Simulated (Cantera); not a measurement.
**Thermodynamics of silicon oxide and oxynitride deposition, feed TEOS + N₂O + N₂ + O₃**

A closed system holds: 1 mol TEOS, 7.7 mol N₂O, 110 mol N₂, 3.7 mol O₃, held at 13.0 mbar.

These are equilibrium values from Cantera (NASA tables, ideal gas, pure condensed phases), not measurements of a reactor. Candidate condensed phases: C, C₆H₆, C₇H₈, C₈H₁₈, H₂O, Si, SiC, SiO₂, Si₂N₂O, Si₃N₄; 151 gas species. The feed counts by its element totals alone. The numbers say what is thermodynamically allowed, not how fast it happens.

```json
[
 {"T (°C)": "250", "log p N₂": "-1.94", "log p CO₂": "-3.16", "log p H₂O": "-3.19", "log p H₂": "-3.65", "log p CO": "-5.57", "log p CH₄": "-4.28", "log p NH₃": "-7.18", "n C(graphite)": "0.338", "n SiO₂(α-quartz)": "1.00"},
 {"T (°C)": "275", "log p N₂": "-1.94", "log p CO₂": "-3.14", "log p H₂O": "-3.25", "log p H₂": "-3.50", "log p CO": "-5.17", "log p CH₄": "-4.35", "log p NH₃": "-7.18", "n C(graphite)": "0.00730", "n SiO₂(α-quartz)": "1.00"},
 {"T (°C)": "300", "log p N₂": "-1.95", "log p CO₂": "-3.14", "log p H₂O": "-3.28", "log p H₂": "-3.41", "log p CO": "-4.87", "log p CH₄": "-4.63", "log p NH₃": "-7.25", "n C(graphite)": "0", "n SiO₂(α-quartz)": "1.00"},
 {"T (°C)": "325", "log p N₂": "-1.95", "log p CO₂": "-3.13", "log p H₂O": "-3.30", "log p H₂": "-3.35", "log p CO": "-4.65", "log p CH₄": "-5.07", "log p NH₃": "-7.37", "n C(graphite)": "0", "n SiO₂(α-quartz)": "1.00"},
 {"T (°C)": "350", "log p N₂": "-1.95", "log p CO₂": "-3.14", "log p H₂O": "-3.30", "log p H₂": "-3.34", "log p CO": "-4.50", "log p CH₄": "-5.63", "log p NH₃": "-7.53", "n C(graphite)": "0", "n SiO₂(α-quartz)": "1.00"},
 {"T (°C)": "375", "log p N₂": "-1.95", "log p CO₂": "-3.14", "log p H₂O": "-3.30", "log p H₂": "-3.34", "log p CO": "-4.39", "log p CH₄": "-6.24", "log p NH₃": "-7.70", "n C(graphite)": "0", "n SiO₂(α-quartz)": "1.00"},
 {"T (°C)": "400", "log p N₂": "-1.95", "log p CO₂": "-3.15", "log p H₂O": "-3.29", "log p H₂": "-3.35", "log p CO": "-4.29", "log p CH₄": "-6.83", "log p NH₃": "-7.87", "n C(graphite)": "0", "n SiO₂(α-quartz)": "1.00"},
 {"T (°C)": "425", "log p N₂": "-1.95", "log p CO₂": "-3.15", "log p H₂O": "-3.28", "log p H₂": "-3.36", "log p CO": "-4.21", "log p CH₄": "-7.40", "log p NH₃": "-8.03", "n C(graphite)": "0", "n SiO₂(α-quartz)": "1.00"},
 {"T (°C)": "450", "log p N₂": "-1.95", "log p CO₂": "-3.16", "log p H₂O": "-3.27", "log p H₂": "-3.37", "log p CO": "-4.14", "log p CH₄": "-7.94", "log p NH₃": "-8.18", "n C(graphite)": "0", "n SiO₂(α-quartz)": "1.00"},
 {"T (°C)": "475", "log p N₂": "-1.95", "log p CO₂": "-3.17", "log p H₂O": "-3.26", "log p H₂": "-3.38", "log p CO": "-4.08", "log p CH₄": "-8.46", "log p NH₃": "-8.33", "n C(graphite)": "0", "n SiO₂(α-quartz)": "1.00"},
 {"T (°C)": "500", "log p N₂": "-1.95", "log p CO₂": "-3.17", "log p H₂O": "-3.26", "log p H₂": "-3.39", "log p CO": "-4.02", "log p CH₄": "-8.95", "log p NH₃": "-8.47", "n C(graphite)": "0", "n SiO₂(α-quartz)": "1.00"},
 {"T (°C)": "525", "log p N₂": "-1.95", "log p CO₂": "-3.18", "log p H₂O": "-3.25", "log p H₂": "-3.41", "log p CO": "-3.97", "log p CH₄": "-9.41", "log p NH₃": "-8.60", "n C(graphite)": "0", "n SiO₂(α-quartz)": "1.00"}
]
```
log p: log10 of the partial pressure in bar; n: condensed amount in mol.

From 250 °C to 275 °C the condensed part is C(graphite) + SiO₂(α-quartz). From 300 °C to 525 °C the condensed part is SiO₂(α-quartz).
